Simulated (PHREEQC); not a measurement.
Model water analysis in mg/kgw, 25 °C, pH 7.24, pe 0.2:

```
constituent         mg/kgw
------------------  ------
Na                    5200
K                      599
Ca                     214
Mg                     279
Cl                    8210
S(6) as SO4           1980
Alkalinity as HCO3    6.06
Br                    2.23
```

Valence states are taken as typed.

Equilibrium calculation in PHREEQC: ion-association model, wateq4f.dat.

Precipitation was switched off in this run.

Order these C species by the share of C that they hold, largest first: CO2, MgHCO3+, HCO3-, CaHCO3+, NaHCO3.

HCO3- (83 %), CO2 (7.3 %), NaHCO3 (5.1 %), MgHCO3+ (3.0 %), CaHCO3+ (1.4 %)

The pH is 7.24 and the ionic strength 0.291 mol/kgw. Complexes and solids missing from the database can't appear.
